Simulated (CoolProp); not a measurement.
The fluid at 571.38 K and 19.5 MPa (supercritical) is heated at constant pressure to 586.1 K. The same conditions are run with several fluids, on thermodynamics alone (safety and materials aside).

Computed with CoolProp (reference Helmholtz-energy equation of state of each fluid (hydrogen chloride: Thol 2018; nitrogen: Span 2000; oxygen: Schmidt 1985; methanol: de Reuck 1993)).

```json
[
 {"fluid": "hydrogen chloride", "heat (kJ/kg)": "15.1", "final density (kg/m³)": "159"},
 {"fluid": "nitrogen", "heat (kJ/kg)": "?", "final density (kg/m³)": "103"},
 {"fluid": "oxygen", "heat (kJ/kg)": "?", "final density (kg/m³)": "?"},
 {"fluid": "methanol", "heat (kJ/kg)": "112", "final density (kg/m³)": "?"}
]
```

Question: What belongs in the gaps?

Answer: 
- nitrogen, heat (kJ/kg): 16.6
- oxygen, heat (kJ/kg): 15.5
- oxygen, final density (kg/m³): 121
- methanol, final density (kg/m³): 285

Above 300 K oxygen's equation is extrapolated.
